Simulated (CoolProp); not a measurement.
Cyclopropane along the isotherm 451.8 K: density (kg/m³) from the reference equation and from simpler models built on Tc = 398.7 K, pc = 5.605 MPa, ω = 0.131; each cubic takes its own stable root.

Values from CoolProp's reference Helmholtz-energy equation of state, Polt 1992. This equation is an older, rougher fit.

```
p (MPa)  phase  reference  ideal gas  Soave-Redlich-Kwong
-------  -----  ---------  ---------  -------------------
0.187      gas      2.112      2.095                2.111
0.374      gas      4.258      4.190                4.255
0.561      gas      6.439      6.284                6.433
0.747      gas        ___      8.368                8.634
0.934      gas      10.90      10.46                  ___
1.12       gas        ___      12.55                13.16
1.31       gas      15.56      14.67                15.52
1.49       gas      17.85      16.69                17.80
1.68       gas      20.31      18.82                20.25
1.87       gas      22.82      20.95                22.74
2.06       gas      25.37      23.08                25.28
2.24       gas        ___      25.09                27.73
2.43       gas      30.50        ___                30.36
2.62       gas      33.21      29.35                33.05
2.8        gas      35.83      31.37                35.65
```

### Question
Complete the blanks.

### Answer

- 0.747, reference: 8.646
- 0.934, Soave-Redlich-Kwong: 10.88
- 1.12, reference: 13.18
- 2.24, reference: 27.84
- 2.43, ideal gas: 27.22
